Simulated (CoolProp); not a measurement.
Properties of n-butane along the isotherm 286.8 K (Tc = 425.1 K, pc = 3.796 MPa, ω = 0.201).

Model: reference Helmholtz-energy equation of state, Bücker 2006, in CoolProp.

```json
[
 {"p (MPa)": "1.33", "phase": "liquid", "Joule-Thomson coefficient (K/MPa)": "-0.3297", "expansivity (1/kK)": "1.885", "viscosity (µPa s)": "[?]"},
 {"p (MPa)": "2.67", "phase": "liquid", "Joule-Thomson coefficient (K/MPa)": "-0.3385", "expansivity (1/kK)": "1.842", "viscosity (µPa s)": "182"},
 {"p (MPa)": "4", "phase": "liquid", "Joule-Thomson coefficient (K/MPa)": "-0.3466", "expansivity (1/kK)": "1.803", "viscosity (µPa s)": "185"},
 {"p (MPa)": "5.33", "phase": "liquid", "Joule-Thomson coefficient (K/MPa)": "-0.3542", "expansivity (1/kK)": "[?]", "viscosity (µPa s)": "188"},
 {"p (MPa)": "6.67", "phase": "liquid", "Joule-Thomson coefficient (K/MPa)": "-0.3613", "expansivity (1/kK)": "1.732", "viscosity (µPa s)": "191"},
 {"p (MPa)": "8", "phase": "liquid", "Joule-Thomson coefficient (K/MPa)": "-0.3679", "expansivity (1/kK)": "1.699", "viscosity (µPa s)": "194"},
 {"p (MPa)": "9.33", "phase": "liquid", "Joule-Thomson coefficient (K/MPa)": "-0.3741", "expansivity (1/kK)": "[?]", "viscosity (µPa s)": "197"},
 {"p (MPa)": "10.7", "phase": "liquid", "Joule-Thomson coefficient (K/MPa)": "-0.3801", "expansivity (1/kK)": "[?]", "viscosity (µPa s)": "200"},
 {"p (MPa)": "12", "phase": "liquid", "Joule-Thomson coefficient (K/MPa)": "-0.3854", "expansivity (1/kK)": "1.612", "viscosity (µPa s)": "[?]"}
]
```

**Question.** Fill in the missing entries.

**Answer.** 
- 1.33, viscosity (µPa s): 179
- 5.33, expansivity (1/kK): 1.766
- 9.33, expansivity (1/kK): 1.668
- 10.7, expansivity (1/kK): 1.638
- 12, viscosity (µPa s): 203

Viscosity comes from a separate model (Vogel 1999).
